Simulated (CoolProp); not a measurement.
Carbonyl sulfide at several states: density (kg/m³) from the reference equation and from simpler models built on Tc = 378.8 K, pc = 63.69 bar, ω = 0.098; each cubic takes its own stable root.

Model: reference Helmholtz-energy equation of state, Lemmon 2006, in CoolProp. It is a short technical equation, of lower accuracy than the large ones.

| T (K) | p (bar) | phase | reference |
|---|---|---|---|
| 475.6 | 53 | gas | 93.94 |
| 383.6 | 279 | supercritical | 878.1 |
| 329.6 | 3.59 | gas | 8.109 |
| 196.2 | 13.9 | liquid | 1232 |

How far does each simpler model (Redlich-Kwong, Soave-Redlich-Kwong, Peng-Robinson) lie from the reference over these 4 states: mean and median of the absolute difference, and the worst?


- Redlich-Kwong: mean 2.9 %, median 2.9 %, worst -6.0 % at 383.6 K and 279 bar
- Soave-Redlich-Kwong: mean 2.9 %, median 2.8 %, worst -6.1 % at 383.6 K and 279 bar
- Peng-Robinson: mean 3.4 %, median 3.2 %, worst +7.0 % at 196.2 K and 13.9 bar
